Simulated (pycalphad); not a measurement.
All values are pycalphad results on the COST 507 light-alloy database (1999) (1 atm), not direct measurements. The data set is of 1999 and partly superseded. Amounts are mole fractions of atoms.

Give the equilibrium state of Al-1.66Si-2.33Fe (at.%) at 527 °C.


```
T = 800.00 K, P = 101325 Pa, N = 1 mol of atoms
G = -32633 J/mol, H = 11062 J/mol, S = 54.62 J/(mol K)  (SER reference)
chemical potentials (J/mol): Al -30193, Si -29459, Fe -135430
phase             fraction      x(Al)      x(Si)      x(Fe)
FCC_A1              0.8685     0.9970     0.0030   3.75e-05
ALFESI_ALPHA        0.0885     0.7243     0.0857     0.1900
ALFESI_BETA         0.0430     0.7000     0.1500     0.1500
```

Give the equilibrium state of Al-1.66Si-2.33Fe (at.%) at 677 °C.

liquid, fraction 0.952, with 1.7 Si, 1.2 Fe at.%; AL13FE4, fraction 0.048, with 0.17 Si, 23.7 Fe at.%.

Database names, with the compositions (at.%) that they take in these runs: AL13FE4: Al 76 Fe 24; ALFESI_ALPHA: Al 71-73 Fe 19 Si 8-10; ALFESI_BETA: Al 70 Si 15 Fe 15. FCC_A1 is fcc.
